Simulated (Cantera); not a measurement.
Input: 1 mol Fe2O3, 5.8 mol C, 1.4 mol N2, equilibrated at 0.100 bar.

Method: chemical equilibrium by Gibbs-energy minimisation in Cantera with the NASA 1993 tables (ideal gas, pure condensed phases). Candidate condensed phases: C, Fe, Fe(CO)5, FeO, Fe2O3, Fe3O4; 27 gas species. Iron dissolves carbon and melts from about 1420 K in contact with it, which pure phases cannot show. Condensed phases not in the tables: cementite and carbon dissolved in iron. The numbers say what is thermodynamically allowed, not how fast it happens.

x: gas mole fraction; n: condensed amount in mol.

```
T (K)   x CO   x N2      x Fe     x CN    x CO2  x C2N2      x C3  n C(graphite)  n Fe(γ)  n Fe(δ)  n Fe(l)
-----  -----  -----  --------  -------  -------  ------  --------  -------------  -------  -------  -------
1600   0.682  0.318   1.10e-5  1.45e-9  1.35e-5       …    <1e-12           2.80     2.00        0        0
1700   0.682  0.318   6.29e-5  9.96e-9  6.56e-6       …    <1e-12           2.80        0     2.00        0
1800   0.682  0.318  0.000295  5.52e-8  3.47e-6       …  1.15e-12           2.80        0     2.00        0
1900   0.681  0.318   0.00111  2.55e-7  1.97e-6       …  2.07e-11           2.80        0        0     2.00
2000   0.679  0.317   0.00365  1.01e-6  1.18e-6       …  2.77e-10           2.80        0        0     1.98
2100   0.675  0.315    0.0106  3.47e-6  7.39e-7       …   2.89e-9           2.80        0        0     1.95
2200   0.663  0.309    0.0278  1.06e-5  4.74e-7       …   2.42e-8           2.80        0        0     1.87
2300   0.636  0.297    0.0665  2.91e-5  3.02e-7       …   1.67e-7           2.80        0        0     1.69
```

What belongs in the gaps?


- 1600, x C2N2: 5.28e-9
- 1700, x C2N2: 2.10e-8
- 1800, x C2N2: 7.18e-8
- 1900, x C2N2: 2.15e-7
- 2000, x C2N2: 5.77e-7
- 2100, x C2N2: 1.40e-6
- 2200, x C2N2: 3.10e-6
- 2300, x C2N2: 6.26e-6
